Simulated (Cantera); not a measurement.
Feed: 1 mol B, 0.3 mol H2O, at 173 Torr.

Equilibrium computed with Cantera from the NASA thermochemical tables; the gas is ideal and each condensed phase is pure. Candidate condensed phases: B, B2O3, B3O3H3, H2O; 23 gas species. The tables' values for BH2 are old estimates; treat these amounts as uncertain. Equilibrium is a limit: real reactors are often held back by kinetics, nucleation or transport.

Q: At 1973 K, list the 6 most abundant gas species with their mole fractions, and the condensed phases.

A: H2 0.582, HBO 0.185, B2O2 0.168, B2O3 0.0447, BO 0.0102, HBO2 0.00709. Condensed: B(s).
